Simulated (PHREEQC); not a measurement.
PHREEQC input (ion-association model, wateq4f.dat):

```
SOLUTION_MASTER_SPECIES
  An  An-  0  An  62.0  # stands for a non-complexing anion
SOLUTION_SPECIES
  An- = An-
    -log_k 0
    -gamma 3.0 0
PHASES
  Fix_H+
    H+ = H+
    -log_k 0
SOLUTION 1
  temp 25
  units mmol/kgw
  pH 7 charge
  Cl 0.00158
  Sr 0.00079
  S(6) 0.00015
  Ag 0.0003
  Na 5
  An 5
END
SELECTED_OUTPUT 1
  -reset false
  -pH true
  -pe true
  -ionic_strength true
  -water true
  -totals Ag Cl Na S Sr S(-2) S(6)
  -molalities Hfo_wOH Hfo_wOH2+ Hfo_wO- Hfo_sOH Hfo_sOH2+ Hfo_sO- Hfo_sOAg Hfo_wOAg Hfo_sOHSr+2 Hfo_wOSr+
    Hfo_wOSrOH Hfo_wSO4- Hfo_wOHSO4-2
  -saturation_indices Celestite Cerargyrite Ag2O Ag2SO4 Halite Mirabilite
USER_PUNCH 1
  -headings sigma psi
  10 PUNCH EDL("sigma", "Hfo"), EDL("psi", "Hfo")
PRINT
  -reset false
USE solution 1
SURFACE 1
  Hfo_wOH 4.26966e-05 600 0.019
  Hfo_sOH 1.06742e-06
EQUILIBRIUM_PHASES 1
  Fix_H+ -3 HAn 10
    -force_equality true
  O2(g) -0.68 10
END
# ... the last block is repeated for the other 16 points of pH, with NaOH or the acid as the point needs
```

Selected output (columns that matter, 17 of 17 rows; pH added in front):

```
pH	mu	Ag	Na	S	Sr	m_Hfo_wOH	m_Hfo_wOH2+	si_Celestite	si_Cerargyrite	si_Ag2O	si_Halite	si_Mirabilite	sigma	psi
3	0.0060977	3e-07	0.005	7.9371e-11	7.9e-07	7.6772e-06	3.4831e-05	-9.8909	-2.648	-19.7	-9.7567	-13.841	0.30022	0.21493
3.38	0.0054654	3e-07	0.005	1.052e-10	7.9e-07	1.2677e-05	2.9746e-05	-9.7375	-2.6445	-18.937	-9.7532	-13.691	0.25517	0.20939
3.75	0.0052058	2.9999e-07	0.005	1.8719e-10	7.9e-07	1.7549e-05	2.4712e-05	-9.4739	-2.643	-18.195	-9.7517	-13.429	0.20993	0.20062
4.12	0.0050939	2.9996e-07	0.005	4.063e-10	7.9e-07	2.1876e-05	2.0126e-05	-9.1315	-2.6423	-17.454	-9.751	-13.087	0.16777	0.18967
4.5	0.0050442	2.9989e-07	0.005	1.0459e-09	7.9e-07	2.5484e-05	1.6142e-05	-8.7183	-2.6421	-16.694	-9.7507	-12.674	0.12985	0.17678
4.88	0.0050226	2.9971e-07	0.005	3.0277e-09	7.9e-07	2.818e-05	1.2967e-05	-8.2556	-2.6423	-15.935	-9.7506	-12.211	0.09808	0.16251
5.25	0.005013	2.9929e-07	0.005	9.2214e-09	7.9e-07	3.0007e-05	1.0604e-05	-7.7714	-2.6428	-15.196	-9.7506	-11.727	0.072923	0.1474
5.62	0.0050084	2.9827e-07	0.005	2.8023e-08	7.9e-07	3.1204e-05	8.8506e-06	-7.2885	-2.6443	-14.459	-9.7505	-11.244	0.052987	0.13116
6	0.005006	2.958e-07	0.005	7.1553e-08	7.8999e-07	3.197e-05	7.5445e-06	-6.8813	-2.6479	-13.706	-9.7505	-10.837	0.03727	0.11341
6.38	0.0050047	2.9005e-07	0.005	1.1966e-07	7.8997e-07	3.2408e-05	6.6273e-06	-6.658	-2.6564	-12.963	-9.7505	-10.614	0.025505	0.094609
6.75	0.005004	2.7778e-07	0.005	1.4199e-07	7.8986e-07	3.2618e-05	6.0239e-06	-6.5837	-2.6751	-12.261	-9.7505	-10.539	0.017022	0.07534
7.12	0.0050035	2.5345e-07	0.005	1.4824e-07	7.8936e-07	3.2714e-05	5.6127e-06	-6.5652	-2.7149	-11.6	-9.7505	-10.521	0.01077	0.055344
7.5	0.0050031	2.1095e-07	0.005	1.4966e-07	7.8685e-07	3.2756e-05	5.3112e-06	-6.5625	-2.7946	-11	-9.7504	-10.517	0.0059634	0.034316
7.88	0.0050035	1.5435e-07	0.0050007	1.4993e-07	7.7485e-07	3.2772e-05	5.0699e-06	-6.5683	-2.9303	-10.511	-9.7503	-10.516	0.0021294	0.013044
8.25	0.0050047	1.0094e-07	0.0050024	1.4999e-07	7.2677e-07	3.2769e-05	4.8288e-06	-6.596	-3.1148	-10.14	-9.7502	-10.515	-0.0012311	-0.0075937
8.62	0.0050074	6.4091e-08	0.0050057	1.5e-07	5.9234e-07	3.2735e-05	4.5102e-06	-6.6849	-3.3121	-9.7949	-9.7499	-10.515	-0.0047057	-0.027755
9	0.0050137	4.368e-08	0.0050129	1.5e-07	3.8137e-07	3.2628e-05	4.1049e-06	-6.8763	-3.4789	-9.3684	-9.7493	-10.513	-0.0089153	-0.047899
```

The oxide is taken as insoluble; below pH 4 it would dissolve.
